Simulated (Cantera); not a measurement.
**Thermal oxidation and active oxidation of silicon: Si + O₂ + H₂**

A closed system holds: 1 mol Si, 0.0048 mol O₂, 4.9 mol H₂, at 13.3 mbar.

Method: chemical equilibrium by Gibbs-energy minimisation in Cantera with the NASA 1993 tables (ideal gas, pure condensed phases). Candidate condensed phases: H₂O, Si, SiO₂; 18 gas species. Mutual solubility and eutectic melting of coexisting phases are not modelled. The tables hold silica as quartz up to 1696 K and as liquid above; real silica turns to tridymite and cristobalite and melts near 1996 K. Gases not in the tables: Si₂H₆ and higher silanes. Kinetics and transport are ignored.

```json
[
 {"T (K)": "925", "x H₂": "1.00", "x H": "2.26e-9", "x Si": "<1e-12", "x SiO": "1.32e-9", "x SiH": "<1e-12", "x SiH₂": "8.89e-12", "n Si(s)": "0.995", "n SiO₂(β-quartz)": "0.00480", "n Si(l)": "0"},
 {"T (K)": "1075", "x H₂": "1.000", "x H": "1.27e-7", "x Si": "<1e-12", "x SiO": "7.17e-7", "x SiH": "2.41e-12", "x SiH₂": "7.12e-10", "n Si(s)": "0.995", "n SiO₂(β-quartz)": "0.00480", "n Si(l)": "0"},
 {"T (K)": "1225", "x H₂": "1.000", "x H": "2.70e-6", "x Si": "2.59e-10", "x SiO": "8.14e-5", "x SiH": "3.84e-10", "x SiH₂": "1.95e-8", "n Si(s)": "0.995", "n SiO₂(β-quartz)": "0.00460", "n Si(l)": "0"},
 {"T (K)": "1375", "x H₂": "0.998", "x H": "2.96e-5", "x Si": "3.08e-8", "x SiO": "0.00195", "x SiH": "2.00e-8", "x SiH₂": "2.58e-7", "n Si(s)": "0.990", "n SiO₂(β-quartz)": "0", "n Si(l)": "0"},
 {"T (K)": "1525", "x H₂": "0.998", "x H": "0.000205", "x Si": "1.42e-6", "x SiO": "0.00196", "x SiH": "4.73e-7", "x SiH₂": "2.05e-6", "n Si(s)": "0.990", "n SiO₂(β-quartz)": "0", "n Si(l)": "0"},
 {"T (K)": "1675", "x H₂": "0.997", "x H": "0.00100", "x Si": "3.26e-5", "x SiO": "0.00195", "x SiH": "6.30e-6", "x SiH₂": "1.12e-5", "n Si(s)": "0.990", "n SiO₂(β-quartz)": "0", "n Si(l)": "0"},
 {"T (K)": "1825", "x H₂": "0.994", "x H": "0.00380", "x Si": "0.000341", "x SiO": "0.00195", "x SiH": "4.17e-5", "x SiH₂": "3.54e-5", "n Si(s)": "0", "n SiO₂(β-quartz)": "0", "n Si(l)": "0.988"},
 {"T (K)": "1975", "x H₂": "0.984", "x H": "0.0118", "x Si": "0.00242", "x SiO": "0.00194", "x SiH": "0.000200", "x SiH₂": "9.04e-5", "n Si(s)": "0", "n SiO₂(β-quartz)": "0", "n Si(l)": "0.977"}
]
```
x: gas mole fraction; n: condensed amount in mol.

From 925 K to 1225 K the condensed part is Si(s) + SiO₂(β-quartz). From 1375 K to 1675 K the condensed part is Si(s). From 1825 K to 1975 K the condensed part is Si(l).
